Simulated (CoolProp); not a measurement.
Hexamethyldisiloxane (MM) along the isobar 2.95 MPa: fugacity coefficient from the reference equation and from simpler models built on Tc = 245.6 °C, pc = 1.931 MPa, ω = 0.418; each cubic takes its own stable root.

The numbers come from the reference Helmholtz-energy equation of state, Thol 2016 in CoolProp.

| T (°C) | phase | reference | van der Waals | Redlich-Kwong | Soave-Redlich-Kwong | Peng-Robinson |
|---|---|---|---|---|---|---|
| -54.95 | liquid | 6.505e-6 | 0.008499 | 0.0001348 | 7.289e-6 | 8.691e-6 |
| -35.95 | liquid | 4.154e-5 | 0.01539 | 0.0005457 | 4.443e-5 | 5.020e-5 |
| -16.95 | liquid | 0.0001909 | 0.02545 | 0.001699 | 0.0001984 | 0.0002151 |
| 2.05 | liquid | 0.0006796 | 0.03919 | 0.004332 | 0.0006945 | 0.0007292 |
| 21.05 | liquid | 0.001977 | 0.05695 | 0.009458 | 0.002004 | 0.002052 |
| 40.05 | liquid | 0.004888 | 0.07892 | 0.01826 | 0.004944 | 0.004967 |
| 59.05 | liquid | 0.01059 | 0.1051 | 0.03195 | 0.01073 | 0.01062 |
| 78.05 | liquid | 0.02058 | 0.1355 | 0.05158 | 0.02095 | 0.02050 |
| 97.05 | liquid | 0.03654 | 0.1698 | 0.07795 | 0.03740 | 0.03630 |
| 116.05 | liquid | 0.06012 | 0.2076 | 0.1115 | 0.06192 | 0.05972 |
| 135.05 | liquid | 0.09272 | 0.2486 | 0.1522 | 0.09609 | 0.09227 |
| 154.05 | liquid | 0.1353 | 0.2922 | 0.1996 | 0.1410 | 0.1350 |
| 173.15 | liquid | 0.1885 | 0.3383 | 0.2534 | 0.1973 | 0.1886 |
| 192.15 | liquid | 0.2513 | 0.3856 | 0.3117 | 0.2639 | 0.2520 |
